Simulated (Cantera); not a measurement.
Feed: 1 mol HgO, 14 mol N₂, held at 101000 Pa.

Cantera equilibrium calculation (NASA polynomials, part measured and part estimated; ideal gas, pure solids and liquids). Candidate condensed phases: Hg, HgO; 10 gas species. Rates play no part. All values below are at 727 °C.

Base state: N₂ 0.903, Hg 0.0645, O₂ 0.0323, NO 1.31e-5 (mole fractions); condensed: gas only.

Question: What changes in the equilibrium state with this change: 0.017 mol NH₃ added?

Answer: 
```csv
species,before,after
N₂,0.903,0.903
Hg,0.0645,0.0644
O₂,0.0323,0.0314
H₂O,0,0.00164
NO,1.31e-5,1.29e-5
```
Further candidate phases: H₂O.
